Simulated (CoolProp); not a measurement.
Saturation properties of methane (Tc = -82.6 °C, pc = 4599 kPa, ω = 0.011).

The numbers come from the reference Helmholtz-energy equation of state, Setzmann 1991 in CoolProp.

| T (°C) | p (kPa) | liquid density (kg/m³) | liquid viscosity (µPa s) | vapour viscosity (µPa s) |
|---|---|---|---|---|
| -152.95 | 194.2 | 409.6 | 97.7 | 4.59 |
| -149.25 | 250.0 | 403.8 | 91.0 | 4.74 |
| -145.55 | 317.2 | 398.0 | 84.8 | 4.89 |
| -141.85 | 396.8 | 391.9 | 79.3 | 5.04 |
| -138.15 | 490.4 | 385.6 | 74.3 | 5.20 |
| -134.45 | 599.1 | 379.2 | 69.6 | 5.35 |
| -130.65 | 728.1 | 372.3 | 65.2 | 5.52 |
| -126.95 | 871.9 | 365.4 | 61.2 | 5.70 |
| -123.25 | 1035 | 358.1 | 57.5 | 5.88 |
| -119.55 | 1220 | 350.5 | 53.9 | 6.08 |
| -115.85 | 1426 | 342.5 | 50.5 | 6.30 |
| -112.15 | 1657 | 334.0 | 47.2 | 6.55 |

It boils at -161.5 °C under 1 atm.

Viscosity comes from a separate model (Quiñones-Cisneros 2006).
